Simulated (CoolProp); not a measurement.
Vapour-liquid equilibrium of propane (1) + n-butane (2) at 2.73 bar; x and y are mole fractions of (1).

Values from CoolProp's multi-fluid Helmholtz-energy mixture model, Lemmon 2009 and Bücker 2006; pair parameters Kunz 2012.

**Question.** Give the bubble temperature and the first vapour's composition at x = 0.05, 0.65, 0.75. Is there an azeotrope?

**Answer.** x = 0.05: 297.9 K, y = 0.150; x = 0.65: 266.4 K, y = 0.889; x = 0.75: 263.1 K, y = 0.930. No azeotrope shows between x = 0.05 and 0.95.

Pair parameters are fitted to limited data, so mixtures are less certain than the pure fluids.
